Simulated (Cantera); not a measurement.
Cantera with NASA thermochemical tables; ideal gases at 1 bar, condensed phases pure. Values are per mole of reaction as written; species without (g) are pure solids or liquids, kept so even where they would boil at 1 bar.

2 Si + O2(g) ⇌ 2 SiO(g), with ΔH° = -200.9 kJ and ΔS° = 180.3 J/K at 300 K.

Problem. How far is the shortcut ΔG° ≈ ΔH°(300 K) − T·ΔS°(300 K) from the full temperature-dependent value at 950, 1050, 1150, 1250, 1350 K?

Solution. 
```csv
T (K),shortcut (kJ),full (kJ),difference (kJ),difference in log10 K
950,-372.2,-366.5,-5.7,0.31
1050,-390.2,-382.9,-7.3,0.36
1150,-408.2,-399.1,-9.1,0.41
1250,-426.3,-415.2,-11.1,0.46
1350,-444.3,-431.1,-13.2,0.51
```
The shortcut ignores the heat-capacity change of the reaction.
